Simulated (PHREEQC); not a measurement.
A PHREEQC speciation (ion-association model, wateq4f.dat) at 60 °C gives pH 2.17 and these molalities:

```json
[
 {"species": "H3PO4", "mol/kgw": "0.00910"},
 {"species": "H+", "mol/kgw": "0.00740"},
 {"species": "H2PO4-", "mol/kgw": "0.00690"},
 {"species": "HSO4-", "mol/kgw": "0.000183"},
 {"species": "SO4-2", "mol/kgw": "0.000157"},
 {"species": "H3AsO4", "mol/kgw": "9.97e-6"},
 {"species": "H2AsO4-", "mol/kgw": "6.03e-6"},
 {"species": "HPO4-2", "mol/kgw": "1.00e-7"}
]
```

Question: What are the element totals, and what could have been dissolved in 1 kg of water to give them?

Answer: One answer among several that fit: totals As(5) 1.60e-5, P 0.0160, S(6) 0.000340 mol/kgw, from 16 mmol/kgw H3PO4, 0.34 mmol/kgw H2SO4 and 0.016 mmol/kgw H3AsO4.

Precipitation was switched off in this run. H3PO4, which wateq4f.dat lacks, is added to it with the constant of phreeqc.dat. Constants without temperature data keep their 25 °C values here.
